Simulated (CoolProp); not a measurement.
Saturation properties of R227EA.

Computed with CoolProp (reference Helmholtz-energy equation of state, Lemmon 2016).

```json
[
 {"T (°C)": "-42.75", "p (kPa)": "[?]", "enthalpy of vaporisation (kJ/kg)": "142.5", "liquid cp (kJ/(kg K))": "1.032", "vapour Z": "[?]", "surface tension (mN/m)": "15.4", "liquid viscosity (µPa s)": "604"},
 {"T (°C)": "-23.25", "p (kPa)": "[?]", "enthalpy of vaporisation (kJ/kg)": "134.7", "liquid cp (kJ/(kg K))": "[?]", "vapour Z": "0.9603", "surface tension (mN/m)": "12.9", "liquid viscosity (µPa s)": "458"},
 {"T (°C)": "-3.75", "p (kPa)": "169.4", "enthalpy of vaporisation (kJ/kg)": "126.2", "liquid cp (kJ/(kg K))": "[?]", "vapour Z": "0.9299", "surface tension (mN/m)": "10.5", "liquid viscosity (µPa s)": "352"},
 {"T (°C)": "15.65", "p (kPa)": "338.1", "enthalpy of vaporisation (kJ/kg)": "116.7", "liquid cp (kJ/(kg K))": "1.154", "vapour Z": "0.8871", "surface tension (mN/m)": "8.12", "liquid viscosity (µPa s)": "271"},
 {"T (°C)": "35.15", "p (kPa)": "613.4", "enthalpy of vaporisation (kJ/kg)": "105.6", "liquid cp (kJ/(kg K))": "1.217", "vapour Z": "0.8295", "surface tension (mN/m)": "5.90", "liquid viscosity (µPa s)": "208"},
 {"T (°C)": "54.65", "p (kPa)": "1031", "enthalpy of vaporisation (kJ/kg)": "92.15", "liquid cp (kJ/(kg K))": "[?]", "vapour Z": "[?]", "surface tension (mN/m)": "[?]", "liquid viscosity (µPa s)": "157"},
 {"T (°C)": "74.15", "p (kPa)": "1634", "enthalpy of vaporisation (kJ/kg)": "74.52", "liquid cp (kJ/(kg K))": "1.491", "vapour Z": "0.6509", "surface tension (mN/m)": "1.95", "liquid viscosity (µPa s)": "114"},
 {"T (°C)": "93.55", "p (kPa)": "2473", "enthalpy of vaporisation (kJ/kg)": "46.56", "liquid cp (kJ/(kg K))": "2.356", "vapour Z": "0.4924", "surface tension (mN/m)": "0.410", "liquid viscosity (µPa s)": "71.8"}
]
```

Fill in the missing entries.


- -42.75, p (kPa): 27.61
- -42.75, vapour Z: 0.9803
- -23.25, p (kPa): 74.44
- -23.25, liquid cp (kJ/(kg K)): 1.066
- -3.75, liquid cp (kJ/(kg K)): 1.106
- 54.65, liquid cp (kJ/(kg K)): 1.310
- 54.65, vapour Z: 0.7536
- 54.65, surface tension (mN/m): 3.82

It boils at -16.3 °C under 1 atm.

Viscosity comes from a separate model (Huber 2003), an estimate that may be off by 10 % or more. Surface tension comes from a separate correlation (Mulero 2012).
